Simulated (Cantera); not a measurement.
Charge: 1 mol SiH2Cl2, 2.1 mol NH3, at 13.3 mbar.

These are equilibrium values from Cantera (NASA tables, ideal gas, pure condensed phases), not measurements of a reactor. Candidate condensed phases: NH4Cl, Si, Si3N4; 28 gas species. Gases not in the tables: Si2H6 and higher silanes. The numbers say what is thermodynamically allowed, not how fast it happens.

What share of the Si ends up in condensed phases as a function of T (K), at 798, 898, 998, 1098, 1198, 1298, 1398, 1498, 1598, 1698, 1798, 1898, 1998?


```csv
T (K),Si condensed (%),as
798,89.4,Si3N4(s)
898,91.9,Si3N4(s)
998,93.7,Si3N4(s)
1098,94.8,Si3N4(s)
1198,95.3,Si3N4(s)
1298,94.2,Si3N4(s)
1398,88.5,Si3N4(s)
1498,75.2,Si3N4(s)
1598,57.6,Si3N4(s)
1698,41.2,Si3N4(s)
1798,41.6,Si(l)
1898,42.9,Si(l)
1998,42.9,Si(l)
```
